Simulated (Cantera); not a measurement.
Cantera run:

```python
import numpy as np
import cantera as ct

gas_names = """
    CL CL2 H HCL H2 N NH NH2 NH3 N2 N2H2 N2H4 Si SiCL SiCL2 SiCL3 SiCL4 SiH SiHCL3 SiH2 SiH2CL2 SiH3
    SiH3CL SiH4 SiN Si2 Si2N Si3
""".split()
cond_names = """
    NH4CL(a) NH4CL(b) Si(cr) Si(L) Si3N4(a)
""".split()


# ... load() reads the species with a 1 bar reference pressure and builds the phases ...
atoms = {
    'Si3N4': {'Si': 3, 'N': 4},
    'HCl': {'H': 1, 'CL': 1},
    'H2': {'H': 2},
}
top_T = {'Si3N4(a)': 2400}  # K; cautious upper limits of use, not melting points


# ... equilibrate(T, P, feed) seeds the gas with the atoms and calls Mixture.equilibrate('TP', solver="vcs", rtol=1e-11, max_steps=5000) ...
results = []
feed = {'Si3N4': 1, 'HCl': 1.3, 'H2': 5.1}  # mol
P = 140  # Pa
for T in [800, 950, 1100, 1250, 1400, 1550, 1700, 1850, 2000]:
    mix = equilibrate(T, P, feed)
    results.append((T, P, feed, dict(zip(mix.species_names, mix.species_moles))))
    x = sorted(zip(gas.X, gas.species_names), reverse=True)
    print(f"T = {T:g} K  P = {P:g} Pa  gas = {mix.phase_moles(0):.4g} mol")
    print("   x: " + "  ".join(f"{s} {v:.3e}" for v, s in x if v > 0.001))
    print("   condensed (mol): " + ("  ".join(f"{mix.phase(i).name} {mix.phase_moles(i):.4g}"
          for i in range(1, mix.n_phases) if mix.phase_moles(i) > 1e-12) or "none"))
```

It prints:

```
T = 800 K  P = 140 Pa  gas = 6.387 mol
   x: H2 8.104e-01  HCL 1.796e-01  SiCL4 5.964e-03  N2 3.992e-03
   condensed (mol): Si3N4(a) 0.9872
T = 950 K  P = 140 Pa  gas = 6.391 mol
   x: H2 8.061e-01  HCL 1.871e-01  SiCL4 4.004e-03  N2 2.739e-03
   condensed (mol): Si3N4(a) 0.9912
T = 1100 K  P = 140 Pa  gas = 6.396 mol
   x: H2 8.038e-01  HCL 1.903e-01  SiCL4 2.690e-03  N2 2.361e-03
   condensed (mol): Si3N4(a) 0.9925
T = 1250 K  P = 140 Pa  gas = 6.427 mol
   x: H2 8.032e-01  HCL 1.826e-01  SiCL2 6.623e-03  N2 5.649e-03
   condensed (mol): Si3N4(a) 0.9818
T = 1400 K  P = 140 Pa  gas = 6.518 mol
   x: H2 8.108e-01  HCL 1.426e-01  SiCL2 2.697e-02  N2 1.861e-02
   condensed (mol): Si3N4(a) 0.9394
T = 1550 K  P = 140 Pa  gas = 7.017 mol
   x: H2 7.695e-01  HCL 9.908e-02  N2 8.768e-02  SiCL2 4.251e-02
   condensed (mol): Si(cr) 0.6216  Si3N4(a) 0.6924
T = 1700 K  P = 140 Pa  gas = 8.42 mol
   x: H2 6.410e-01  N2 2.375e-01  HCL 8.069e-02  SiCL2 3.639e-02  H 3.153e-03
   condensed (mol): Si(L) 2.686
T = 1850 K  P = 140 Pa  gas = 8.499 mol
   x: H2 6.285e-01  N2 2.353e-01  HCL 8.462e-02  SiCL2 3.291e-02  H 1.141e-02  Si 4.606e-03  SiCL 1.193e-03  CL 1.168e-03
   condensed (mol): Si(L) 2.667
T = 2000 K  P = 140 Pa  gas = 8.863 mol
   x: H2 5.901e-01  N2 2.255e-01  HCL 8.318e-02  H 3.339e-02  Si 3.110e-02  SiCL2 2.808e-02  SiCL 3.746e-03  CL 3.505e-03
   condensed (mol): Si(L) 2.424
```

Cantera equilibrium calculation (NASA polynomials, part measured and part estimated; ideal gas, pure solids and liquids). Mutual solubility and eutectic melting of coexisting phases are not modelled. The tables' values for SiCl, SiCl3, SiN are old estimates; treat these amounts as uncertain. Gases not in the tables: Si2H6 and higher silanes.
